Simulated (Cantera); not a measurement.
A closed system holds: 1 mol Fe(CO)₅, 0.53 mol H₂, held at 88.0 mbar.

Method: chemical equilibrium by Gibbs-energy minimisation in Cantera with the NASA 1993 tables (ideal gas, pure condensed phases). Candidate condensed phases: C, C₆H₆, C₇H₈, C₈H₁₈, Fe, Fe(CO)₅, FeO, Fe(OH)₂, Fe(OH)₃, Fe₂O₃, Fe₃O₄, H₂O; 114 gas species. Equilibrium is a limit: real reactors are often held back by kinetics, nucleation or transport. All values below are at 1227 °C.

Base state: CO 0.904, H₂ 0.0958, CO₂ 4.77e-5, H 1.84e-5, H₂O 1.31e-5 (mole fractions); condensed: Fe(γ).

### Question
What changes in the equilibrium state with this change: 0.0063 mol O₂ added?

### Answer
```csv
species,before,after
CO,0.904,0.902
H₂,0.0958,0.0953
CO₂,4.77e-5,0.00179
H₂O,1.31e-5,0.000489
H,1.84e-5,1.83e-5
"Fe(γ), mol",1.000,1.000
```

### Question
What changes in the equilibrium state with this change: Fe(CO)₅ replaced by PbO?

### Answer
```
species       before     after
-----------  -------  --------
H₂O          1.31e-5     0.620
Pb                 0     0.279
PbO                0     0.100
CO             0.904         0
H₂            0.0958  0.000660
Pb₂                0  0.000117
CO₂          4.77e-5         0
Fe(γ), mol     1.000         0
Pb(l), mol         0     0.291
PbO(l), mol        0     0.385
```
Each liquid is taken as pure. Mutual solubility and eutectic melting of coexisting phases are not modelled. Gases not in the tables: (PbO)n polymers. Further candidate phases: Pb, PbO, PbO₂, Pb₃O₄.
